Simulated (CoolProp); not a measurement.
Vapour-liquid equilibrium of R143a (1) + R134a (2) at 7.6 bar; x and y are mole fractions of (1).

Model: multi-fluid Helmholtz-energy mixture model, Lemmon and Jacobsen 2000 and Tillner-Roth 1994; pair parameters Lemmon 2004, in CoolProp.

**Question.** Give the bubble temperature and the first vapour's composition at x = 0.25, 0.45, 0.65. Is there an azeotrope?

**Answer.** x = 0.25: 296.0 K, y = 0.359; x = 0.45: 291.2 K, y = 0.583; x = 0.65: 286.8 K, y = 0.762. No azeotrope shows between x = 0.05 and 0.95.

The pair parameters rest on a limited set of measurements; away from them the model extrapolates.
